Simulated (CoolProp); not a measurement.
Vapour-liquid equilibrium of R113 (1) + n-heptane (2) at 297 K; x and y are mole fractions of (1).

Computed with CoolProp (multi-fluid Helmholtz-energy mixture model, Marx 1992 and Span 2003; pair parameters Bell 2016).

Problem. Give the bubble pressure and the first vapour's composition at x = 0.2, 0.35, 0.65. Is there an azeotrope?

Solution. x = 0.2: 15.55 kPa, y = 0.699; x = 0.35: 21.79 kPa, y = 0.820; x = 0.65: 31.94 kPa, y = 0.924. No azeotrope shows between x = 0.05 and 0.95.

The pair parameters rest on a limited set of measurements; away from them the model extrapolates.
